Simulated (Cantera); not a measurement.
A perfectly stirred reactor is fed with 74.1 % NH₃, 25.9 % H₂, at 82.5 Torr; it is held at 2248 K, and followed from long to short residence time.

Detailed kinetics in Cantera: the gas-phase N/H chemistry of the illustrative SiF4/NH3 mechanism in the Surface Chemkin manual (1991). Walls and surfaces, which speed up NH3 decomposition in real reactors, are not modelled.

Task: Predict: x(NH₃) at τ = 0.350 s; x(H₂) at τ = 0.350 s; x(NH) at τ = 0.350 s; x(H) at τ = 0.350 s; x(N₂H₂) at τ = 0.350 s; x(NH₃) at τ = 26.0 ms; x(H₂) at τ = 26.0 ms; x(NH) at τ = 26.0 ms; x(H) at τ = 26.0 ms; x(N₂H₂) at τ = 26.0 ms.

Result: 
```json
{
  "x(NH₃) at τ = 0.350 s": "0.0386",
  "x(H₂) at τ = 0.350 s": "0.757",
  "x(NH) at τ = 0.350 s": "3.30e-5",
  "x(H) at τ = 0.350 s": "0.00262",
  "x(N₂H₂) at τ = 0.350 s": "5.26e-7",
  "x(NH₃) at τ = 26.0 ms": "0.332",
  "x(H₂) at τ = 26.0 ms": "0.549",
  "x(NH) at τ = 26.0 ms": "6.10e-5",
  "x(H) at τ = 26.0 ms": "0.000930",
  "x(N₂H₂) at τ = 26.0 ms": "5.77e-6"
}
```
